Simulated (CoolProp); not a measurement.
Properties of toluene along the isobar 947 kPa.

Model: reference Helmholtz-energy equation of state, Lemmon 2006, in CoolProp. It is a short technical equation, of lower accuracy than the large ones.

| T (°C) | phase | cp (kJ/(kg K)) | speed of sound (m/s) | Joule-Thomson coefficient (K/MPa) | viscosity (µPa s) | conductivity (mW/(m K)) | fugacity coefficient |
|---|---|---|---|---|---|---|---|
| 54.35 | liquid | 1.797 | 1186 | -0.4188 | 404 | 123 | 0.01601 |
| 63.35 | liquid | 1.829 | 1150 | -0.4043 | 371 | 120 | 0.02286 |
| 72.35 | liquid | 1.860 | 1114 | -0.3893 | 341 | 118 | 0.03190 |
| 81.45 | liquid | 1.893 | 1078 | -0.3737 | 316 | 115 | 0.04375 |
| 90.45 | liquid | 1.926 | 1044 | -0.3576 | 293 | 113 | 0.05863 |
| 99.55 | liquid | 1.959 | 1009 | -0.3405 | 273 | 110 | 0.07743 |
| 108.55 | liquid | 1.993 | 974.2 | -0.3228 | 255 | 108 | 0.1003 |
| 117.65 | liquid | 2.027 | 939.7 | -0.3039 | 238 | 106 | 0.1282 |
| 126.65 | liquid | 2.062 | 905.7 | -0.2840 | 223 | 104 | 0.1612 |
| 135.65 | liquid | 2.097 | 871.7 | -0.2626 | 210 | 102 | 0.2001 |
| 144.75 | liquid | 2.133 | 837.4 | -0.2393 | 198 | 99.4 | 0.2459 |
| 153.75 | liquid | 2.170 | 803.4 | -0.2141 | 186 | 97.4 | 0.2980 |
| 162.85 | liquid | 2.207 | 768.8 | -0.1860 | 176 | 95.4 | 0.3581 |
| 171.85 | liquid | 2.246 | 734.5 | -0.1551 | 166 | 93.4 | 0.4251 |
| 180.85 | liquid | 2.286 | 699.8 | -0.1203 | 156 | 91.6 | 0.5000 |
| 189.95 | liquid | 2.328 | 664.2 | -0.08003 | 148 | 89.8 | 0.5839 |

Viscosity comes from a separate model (Avgeri 2015). Thermal conductivity comes from a separate model (Assael 2012).
